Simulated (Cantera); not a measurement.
An isothermal, constant-pressure homogeneous reactor starts with 88.5 % N₂O, 11.5 % O₂, at 1225 K and 0.987 atm.

Computed with Cantera and GRI-Mech 3.0 (53 species, 325 reactions). GRI-Mech 3.0 was tuned for natural gas; its chemistry of N2O as a main component is partial and can be far from experiment. The mechanism lacks the step 2 NO + O2 → 2 NO2, which can matter for NO2 below about 1400 K. The temperature is held fixed by assumption; the heat of reaction is taken as removed at once.

Problem. Predict: x(N₂O) at 60.0 s; x(O₂) at 60.0 s; x(NO₂) at 60.0 s; x(NO) at 60.0 s; x(O) at 60.0 s.

Solution. 
```json
{
 "x(N₂O) at 60.0 s": "6.58e-7 (gas-phase equilibrium 1.73e-8)",
 "x(O₂) at 60.0 s": "0.361 (gas-phase equilibrium 0.386)",
 "x(NO₂) at 60.0 s": "0.000985 (gas-phase equilibrium 5.76e-6)",
 "x(NO) at 60.0 s": "0.0502 (gas-phase equilibrium 0.000284)",
 "x(O) at 60.0 s": "2.54e-8 (gas-phase equilibrium 2.63e-8)"
}
```
